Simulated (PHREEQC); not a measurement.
# Brine: speciation

Consider water at 25 °C with 0.92 mol/kgw NaOH and 0.17 mol/kgw NaHCO3. Closed to the air; pH follows from the charge balance.

The numbers come from PHREEQC with the Pitzer model, pitzer.dat.

- pH: 13.71
- ionic strength: 1.26 mol/kgw
- activity of water: 0.968
- density: 1.046 g/cm³
- osmotic coefficient: 0.898
- total alkalinity: 1090 meq/kg

| species | molality | activity | log γ |
|---|---|---|---|
| Na+ | 1.09 | 0.662 | -0.217 |
| OH- | 0.750 | 0.505 | -0.171 |
| CO3-2 | 0.170 | 0.0187 | -0.957 |
| HCO3- | 1.47e-5 | 7.94e-6 | -0.268 |

This is a speciation only: nothing precipitates in the calculation. In brines, pH and single-ion activities rest on the MacInnes convention.
